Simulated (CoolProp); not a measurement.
The numbers come from the reference Helmholtz-energy equation of state, Kamei 1995 in CoolProp.

Problem. For R22, give the phase and the cp (kJ/(kg K)), viscosity (µPa s) at 424.8 K and 4.07 bar; 443.6 K and 4.07 bar.

Solution. 
- 424.8 K and 4.07 bar: gas; cp 0.799, viscosity 19.5
- 443.6 K and 4.07 bar: gas; cp 0.814, viscosity 20.3

Viscosity comes from a separate model (Bell 2016), an estimate that may be off by 10 % or more.
